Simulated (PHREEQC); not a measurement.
# Ultrapure water in contact with air or piping

A made-up water analysis in mg/L, 25 °C, pH 5.94, pe 8:

```csv
constituent,mg/L
Na,0.00283
K,0.00154
Ca,0.00949
Mg,0.00469
Cl,0.00138
S(6) as SO4,0.0413
Alkalinity as HCO3,0.016
Ba,9.5e-05
```

Valence states are taken as typed.

The numbers come from PHREEQC with the ion-association model, phreeqc.dat.

The ionic strength comes out as 3.10e-6 mol/kgw. The charge-balance error is -3.1 %.

```
species  molality  activity   log γ
-------  --------  --------  ------
CO2       3.62e-6   3.62e-6   0.000
HCO3-     1.40e-6   1.40e-6  -0.001
H+        1.15e-6   1.15e-6  -0.001
SO4-2     4.30e-7   4.26e-7  -0.004
Ca+2      2.37e-7   2.35e-7  -0.004
Mg+2      1.93e-7   1.91e-7  -0.004
Na+       1.23e-7   1.23e-7  -0.001
K+        3.94e-8   3.93e-8  -0.001
Cl-       3.89e-8   3.88e-8  -0.001
OH-       8.83e-9   8.82e-9  -0.001
```

No solid was allowed to form.
